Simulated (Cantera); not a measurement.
Feed: 1 mol Si3N4, 3.3 mol CO2, 52 mol N2, held at 850 °C and 13300 Pa.

Cantera equilibrium calculation (NASA polynomials, part measured and part estimated; ideal gas, pure solids and liquids). Candidate condensed phases: C, Si, SiC, SiO2, Si2N2O, Si3N4; 34 gas species. Mutual solubility and eutectic melting of coexisting phases are not modelled. Equilibrium is a limit: real reactors are often held back by kinetics, nucleation or transport.

Base state: N2 0.985, CO 0.0150 (mole fractions); condensed: C(graphite) + SiO2(β-quartz) + Si2N2O(s).

Task: What changes in the equilibrium state with this change: temperature from 850 °C to 1102 °C?

Result: 
```csv
species,before,after
N2,0.985,0.941
CO,0.0150,0.0585
"C(graphite), mol",2.48,0
"SiO2(β-quartz), mol",2.85,1.20
"Si2N2O(s), mol",0.0731,0.900
```
The tables hold silica as quartz up to 1696 K and as liquid above; real silica turns to tridymite and cristobalite and melts near 1996 K.
